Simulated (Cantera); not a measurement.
What does this Cantera script print?

```python
import numpy as np
import cantera as ct

gas_names = [...]  # 109 gases of nasa_gas.yaml made of C, Cl, H, Si
cond_names = """
    C(gr) C6H6(L) C7H8(L) C8H18(L),n-octa Si(cr) Si(L) SiC(b)
""".split()


# ... load() reads the species with a 1 bar reference pressure and builds the phases ...
atoms = {
    'SiH4': {'Si': 1, 'H': 4},
    'HCl': {'H': 1, 'CL': 1},
    'H2': {'H': 2},
    'C2H2': {'C': 2, 'H': 2},
}
top_T = {'C(gr)': 4500, 'SiC(b)': 3050}  # K; cautious upper limits of use, not melting points


# ... equilibrate(T, P, feed) seeds the gas with the atoms and calls Mixture.equilibrate('TP', solver="vcs", rtol=1e-11, max_steps=5000) ...
results = []
feed = {'SiH4': 1, 'HCl': 2.4, 'H2': 570, 'C2H2': 0.13}  # mol
P = 20000  # Pa
for T in [1400, 1425, 1450, 1475, 1500, 1525, 1550, 1575, 1600, 1625, 1650, 1675, 1700, 1725]:
    mix = equilibrate(T, P, feed)
    results.append((T, P, feed, dict(zip(mix.species_names, mix.species_moles))))
    x = sorted(zip(gas.X, gas.species_names), reverse=True)
    print(f"T = {T:g} K  P = {P:g} Pa  gas = {mix.phase_moles(0):.4g} mol")
    print("   x: " + "  ".join(f"{s} {v:.3e}" for v, s in x if v > 1e-06))
    print("   condensed (mol): " + ("  ".join(f"{mix.phase(i).name} {mix.phase_moles(i):.4g}"
          for i in range(1, mix.n_phases) if mix.phase_moles(i) > 1e-12) or "none"))
```

Output:

```
T = 1400 K  P = 20000 Pa  gas = 574.5 mol
   x: H2 9.959e-01  HCL 4.074e-03  SiCL2 4.919e-05  H 1.085e-05  CH4 4.109e-06
   condensed (mol): Si(cr) 0.7125  SiC(b) 0.2576
T = 1425 K  P = 20000 Pa  gas = 574.5 mol
   x: H2 9.959e-01  HCL 4.073e-03  SiCL2 5.028e-05  H 1.522e-05  CH4 4.001e-06
   condensed (mol): Si(cr) 0.7119  SiC(b) 0.2577
T = 1450 K  P = 20000 Pa  gas = 574.5 mol
   x: H2 9.958e-01  HCL 4.072e-03  SiCL2 5.134e-05  H 2.110e-05  CH4 3.900e-06
   condensed (mol): Si(cr) 0.7113  SiC(b) 0.2578
T = 1475 K  P = 20000 Pa  gas = 574.5 mol
   x: H2 9.958e-01  HCL 4.070e-03  SiCL2 5.237e-05  H 2.894e-05  CH4 3.804e-06  SiH2 1.075e-06
   condensed (mol): Si(cr) 0.7106  SiC(b) 0.2578
T = 1500 K  P = 20000 Pa  gas = 574.5 mol
   x: H2 9.958e-01  HCL 4.068e-03  SiCL2 5.337e-05  H 3.928e-05  CH4 3.714e-06  SiH2 1.492e-06
   condensed (mol): Si(cr) 0.7097  SiC(b) 0.2579
T = 1525 K  P = 20000 Pa  gas = 574.5 mol
   x: H2 9.958e-01  HCL 4.066e-03  SiCL2 5.434e-05  H 5.279e-05  CH4 3.630e-06  SiH2 2.047e-06
   condensed (mol): Si(cr) 0.7088  SiC(b) 0.2579
T = 1550 K  P = 20000 Pa  gas = 574.5 mol
   x: H2 9.958e-01  HCL 4.065e-03  H 7.028e-05  SiCL2 5.529e-05  CH4 3.550e-06  SiH2 2.781e-06
   condensed (mol): Si(cr) 0.7078  SiC(b) 0.258
T = 1575 K  P = 20000 Pa  gas = 574.6 mol
   x: H2 9.958e-01  HCL 4.063e-03  H 9.273e-05  SiCL2 5.620e-05  SiH2 3.741e-06  CH4 3.474e-06
   condensed (mol): Si(cr) 0.7065  SiC(b) 0.258
T = 1600 K  P = 20000 Pa  gas = 574.6 mol
   x: H2 9.957e-01  HCL 4.061e-03  H 1.213e-04  SiCL2 5.709e-05  SiH2 4.984e-06  CH4 3.403e-06
   condensed (mol): Si(cr) 0.705  SiC(b) 0.258
T = 1625 K  P = 20000 Pa  gas = 574.6 mol
   x: H2 9.957e-01  HCL 4.059e-03  H 1.574e-04  SiCL2 5.795e-05  SiH2 6.583e-06  CH4 3.335e-06
   condensed (mol): Si(cr) 0.7032  SiC(b) 0.2581
T = 1650 K  P = 20000 Pa  gas = 574.6 mol
   x: H2 9.957e-01  HCL 4.057e-03  H 2.027e-04  SiCL2 5.879e-05  SiH2 8.620e-06  CH4 3.272e-06  Si 1.339e-06  SiH 1.092e-06
   condensed (mol): Si(cr) 0.701  SiC(b) 0.2581
T = 1675 K  P = 20000 Pa  gas = 574.6 mol
   x: H2 9.956e-01  HCL 4.055e-03  H 2.591e-04  SiCL2 5.959e-05  SiH2 1.119e-05  CH4 3.211e-06  Si 2.170e-06  SiH 1.626e-06
   condensed (mol): Si(cr) 0.6981  SiC(b) 0.2581
T = 1700 K  P = 20000 Pa  gas = 574.6 mol
   x: H2 9.955e-01  HCL 4.055e-03  H 3.287e-04  SiCL2 5.918e-05  SiH2 1.413e-05  Si 3.393e-06  CH4 3.221e-06  SiH 2.343e-06  CL 1.041e-06  SiCL 1.000e-06
   condensed (mol): Si(L) 0.6954  SiC(b) 0.2581
T = 1725 K  P = 20000 Pa  gas = 574.7 mol
   x: H2 9.954e-01  HCL 4.059e-03  H 4.143e-04  SiCL2 5.707e-05  SiH2 1.716e-05  Si 5.076e-06  CH4 3.332e-06  SiH 3.237e-06  CL 1.308e-06  SiCL 1.272e-06
   condensed (mol): Si(L) 0.6933  SiC(b) 0.258
```

Cantera equilibrium calculation (NASA polynomials, part measured and part estimated; ideal gas, pure solids and liquids). Mutual solubility and eutectic melting of coexisting phases are not modelled. Gases not in the tables: Si2H6 and higher silanes.
